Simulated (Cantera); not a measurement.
Mixture: CO : H2 : O2 : N2 = 1 : 0.81 : 1.59 : 5.72 (molar parts), equivalence ratio 0.57, at 1.01 bar, adiabatic and at constant pressure. Ignition delay is the time to a rise of 400 K.

Cantera simulation using GRI-Mech 3.0 (53 species, 325 reactions); the numbers are that mechanism's predictions, not measurements. Below about 950 K walls govern HO2 and H2O2 in real vessels.

Predict: delay at 875 K; delay at 925 K; delay at 975 K; delay at 1025 K; delay at 1075 K; delay at 1125 K; delay at 1175 K; apparent activation energy between 1075 and 1175 K.


| Item | Value |
|---|---|
| delay at 875 K | 0.215 s |
| delay at 925 K | 11.0 ms |
| delay at 975 K | 0.656 ms |
| delay at 1025 K | 0.239 ms |
| delay at 1075 K | 0.142 ms |
| delay at 1125 K | 99.8 µs |
| delay at 1175 K | 76.5 µs |
| apparent activation energy between 1075 and 1175 K | 65 kJ/mol |
